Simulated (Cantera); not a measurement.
An adiabatic, constant-volume homogeneous reactor starts with 10.9 % CH3OH, 17.1 % O2, 64.6 % N2, 7.43 % H2O, at 1348 K and 14.0 bar.

Model: GRI-Mech 3.0 (53 species, 325 reactions), integrated in Cantera. GRI-Mech 3.0 was tuned for natural gas; its chemistry of methanol as a main component is partial and can be far from experiment. The pressure lies above the range GRI-Mech 3.0 was tuned for (to about 10 atm).

Q: Predict: time of steepest temperature rise; temperature at 0.100 s; equilibrium temperature; x(O2) at 0.100 s; x(H2O) at 0.100 s; x(H) at 0.100 s; x(HCN) at 0.100 s; x(H2) at 0.100 s.

A: 
- time of steepest temperature rise = 0.110 ms
- temperature at 0.100 s = 2938 K
- equilibrium temperature = 2938 K
- x(O2) at 0.100 s = 0.0170 (gas-phase equilibrium 0.0170)
- x(H2O) at 0.100 s = 0.248 (gas-phase equilibrium 0.248)
- x(H) at 0.100 s = 0.00250 (gas-phase equilibrium 0.00250)
- x(HCN) at 0.100 s = 7.28e-9 (gas-phase equilibrium 7.28e-9)
- x(H2) at 0.100 s = 0.0120 (gas-phase equilibrium 0.0120)
